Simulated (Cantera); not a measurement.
Moist CO burnout

An isothermal, constant-pressure homogeneous reactor starts with 0.103 % CO, 6.10 % O₂, 0.0159 % H₂O, 93.8 % N₂, equivalence ratio 0.0085, at 1400 K and 500000 Pa.

Detailed kinetics in Cantera: GRI-Mech 3.0 (53 species, 325 reactions).

```tsv
t (s)	x CO	x O₂	x H₂O	x H₂O₂	x CO₂
1.00e-5	0.00103	0.0610	0.000159	<1e-12	2.34e-9
5.47e-5	0.00103	0.0610	0.000159	<1e-12	1.29e-8
0.000299	0.00103	0.0610	0.000159	<1e-12	8.36e-8
0.00164	0.00103	0.0610	0.000159	4.88e-11	3.35e-6
0.00894	0.000566	0.0607	0.000156	1.56e-9	0.000466
0.0489	5.21e-5	0.0605	0.000158	2.47e-10	0.000980
0.267	4.92e-7	0.0605	0.000159	1.95e-11	0.00103
1.46	1.86e-9	0.0605	0.000159	9.78e-12	0.00103
8.00	1.85e-9	0.0605	0.000159	9.78e-12	0.00103
```
x: mole fraction; the columns are a selection and need not sum to one.

Equilibrium at this temperature and pressure: CO 1.86e-9, O₂ 0.0603, H₂O 0.000159, H₂O₂ 9.77e-12, CO₂ 0.00103 (gas phase only).
